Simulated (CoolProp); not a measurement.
Properties of sulfur dioxide along the isotherm 475.3 K.

The numbers come from the reference Helmholtz-energy equation of state, Gao 2016 in CoolProp.

| p (MPa) | phase | Z | speed of sound (m/s) | isothermal compressibility (1/MPa) |
|---|---|---|---|---|
| 0.394 | gas | 0.9877 | 272.5 | 2.570 |
| 0.789 | gas | 0.9752 | 270.5 | 1.300 |
| 1.18 | gas | 0.9626 | 268.5 | 0.8811 |
| 1.58 | gas | 0.9495 | 266.5 | 0.6676 |
| 1.97 | gas | 0.9366 | 264.4 | 0.5433 |
| 2.37 | gas | 0.9231 | 262.4 | 0.4587 |
| 2.76 | gas | 0.9098 | 260.3 | 0.4002 |
| 3.15 | gas | 0.8962 | 258.2 | 0.3566 |
| 3.55 | gas | 0.8820 | 256.1 | 0.3222 |
| 3.94 | gas | 0.8680 | 254.0 | 0.2956 |
